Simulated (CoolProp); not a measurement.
Model: reference Helmholtz-energy equation of state, Lemmon 2006, in CoolProp. It is a short technical equation, of lower accuracy than the large ones.

For toluene, give the phase and the density (kg/m³), expansivity (1/kK) at 590.6 K and 17.8 MPa.


- 590.6 K and 17.8 MPa: liquid; density 593, expansivity 1.99
